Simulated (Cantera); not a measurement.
What does this Cantera script print?

```python
import numpy as np
import cantera as ct

gas = ct.Solution("gri30.yaml")
gas.TPX = 950, 19000, {'H2': 1.6, 'O2': 1, 'N2': 3.3}
inlet = ct.Reservoir(gas, clone=True)

reactor = ct.IdealGasConstPressureReactor(gas, energy="off", clone=False)
exhaust = ct.Reservoir(gas, clone=True)
tau = [0.5, 0.27, 0.14, 0.078, 0.042, 0.022, 0.012, 0.0064, 0.0035, 0.0019, 0.00099][0]
for a, b in ((inlet, reactor), (reactor, exhaust)):
    ct.MassFlowController(a, b, mdot=lambda t: reactor.mass / tau)
net = ct.ReactorNet([reactor])
show = ['H2', 'O2', 'HO2', 'NO2', 'N2O', 'O']

rows = []
print(f"{'tau/s':>10s}{'T/K':>9s}" + "".join(f"{s:>11s}" for s in show))
for tau in [0.5, 0.27, 0.14, 0.078, 0.042, 0.022, 0.012, 0.0064, 0.0035, 0.0019, 0.00099]:
    net.initial_time = 0.0
    net.advance(30 * tau)
    before = gas.X
    net.advance(40 * tau)
    drift = np.max(np.abs(gas.X - before) / (gas.X + 1e-9))
    rows.append([gas.T, *gas[show].X, drift])
    print(f"{tau:10.3e}{gas.T:9.1f}" + "".join(f"{x:11.3e}" for x in gas[show].X))
```

Result:

```
     tau/s      T/K         H2         O2        HO2        NO2        N2O          O
 5.000e-01    950.0  6.186e-03  4.216e-02  1.979e-05  1.774e-10  4.058e-08  3.384e-05
 2.700e-01    950.0  7.932e-03  4.299e-02  2.101e-05  1.554e-10  3.434e-08  5.194e-05
 1.400e-01    950.0  1.049e-02  4.422e-02  2.236e-05  1.336e-10  2.816e-08  8.020e-05
 7.800e-02    950.0  1.357e-02  4.570e-02  2.363e-05  1.156e-10  2.324e-08  1.161e-04
 4.200e-02    950.0  1.792e-02  4.780e-02  2.508e-05  9.848e-11  1.871e-08  1.693e-04
 2.200e-02    950.0  2.402e-02  5.077e-02  2.675e-05  8.281e-11  1.475e-08  2.476e-04
 1.200e-02    950.0  3.161e-02  5.450e-02  2.850e-05  7.018e-11  1.168e-08  3.498e-04
 6.400e-03    950.0  4.190e-02  5.959e-02  3.053e-05  5.894e-11  9.085e-09  4.957e-04
 3.500e-03    950.0  5.462e-02  6.595e-02  3.265e-05  4.956e-11  7.051e-09  6.863e-04
 1.900e-03    950.0  7.087e-02  7.415e-02  3.482e-05  4.104e-11  5.363e-09  9.435e-04
 9.900e-04    950.0  9.253e-02  8.517e-02  3.685e-05  3.253e-11  3.889e-09  1.301e-03
```

Detailed kinetics in Cantera: GRI-Mech 3.0 (53 species, 325 reactions). The temperature is held fixed by assumption; the heat of reaction is taken as removed at once.
